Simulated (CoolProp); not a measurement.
The fluid at 328.96 K and 0.00703 MPa expands adiabatically to 0.000571 MPa with isentropic efficiency 0.85. The same conditions are run with several fluids, on thermodynamics alone (safety and materials aside).

Computed with CoolProp (reference Helmholtz-energy equation of state of each fluid (toluene: Lemmon 2006; n-butane: Bücker 2006; vinyl chloride: Thol 2022; isobutene: Lemmon 2005; R11: Jacobsen 1992)).

### Question
Rank toluene, n-butane, vinyl chloride, isobutene, R11 by work (kJ/kg), highest first.

### Answer
isobutene (92.8), n-butane (90.6), vinyl chloride (77.0), toluene (57.4), R11 (37.3)

```csv
fluid,final temperature (K),final density (kg/m³)
toluene,278.6,0.0227
n-butane,276.0,0.0145
vinyl chloride,235.7,0.0182
isobutene,270.5,0.0142
R11,263.4,0.0358
```
